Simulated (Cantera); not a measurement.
An adiabatic, constant-volume homogeneous reactor starts with CH₃OH : O₂ : N₂ = 1 : 0.714 : 2.69 (molar parts), equivalence ratio 2.1, at 1275 K and 5.00 bar. Integrator tolerance rtol = 1e-08.

Detailed kinetics in Cantera: GRI-Mech 3.0 (53 species, 325 reactions). GRI-Mech 3.0 was tuned for natural gas; its chemistry of methanol as a main component is partial and can be far from experiment.

```json
[
 {"quantity": "time of steepest temperature rise", "before": "0.628 ms", "after": "2.42 ms"},
 {"quantity": "temperature at 0.600 s", "before": "2717 K", "after": "2664 K"},
 {"quantity": "equilibrium temperature", "before": "2717 K", "after": "2664 K"},
 {"quantity": "x(CH₃OH) at 0.600 s", "before": "5.25e-12 (gas-phase equilibrium 5.41e-12)", "after": "<1e-12 (gas-phase equilibrium <1e-12)"},
 {"quantity": "x(O₂) at 0.600 s", "before": "4.66e-5 (gas-phase equilibrium 4.66e-5)", "after": "0.000147 (gas-phase equilibrium 0.000147)"},
 {"quantity": "x(NO₂) at 0.600 s", "before": "1.51e-8 (gas-phase equilibrium 1.51e-8)", "after": "2.05e-8 (gas-phase equilibrium 2.05e-8)"},
 {"quantity": "x(C₂H₄) at 0.600 s", "before": "<1e-12 (gas-phase equilibrium <1e-12)", "after": "<1e-12 (gas-phase equilibrium <1e-12)"},
 {"quantity": "x(CH₂CO) at 0.600 s", "before": "1.81e-12 (gas-phase equilibrium 1.99e-12)", "after": "<1e-12 (gas-phase equilibrium <1e-12)"},
 {"quantity": "x(CH₄) at 0.600 s", "before": "4.18e-10 (gas-phase equilibrium 4.71e-10)", "after": "1.95e-11 (gas-phase equilibrium 2.22e-11)"},
 {"quantity": "x(CO₂) at 0.600 s", "before": "0.0336 (gas-phase equilibrium 0.0336)", "after": "0.0338 (gas-phase equilibrium 0.0338)"}
]
```

### Question
What was changed between the two runs?
A. pressure from 5.00 bar to 10.0 bar
B. initial temperature 1275 to 1800 K
C. pressure from 5.00 bar to 1.01 bar
D. constant pressure in place of constant volume

### Answer
C, pressure from 5.00 bar to 1.01 bar
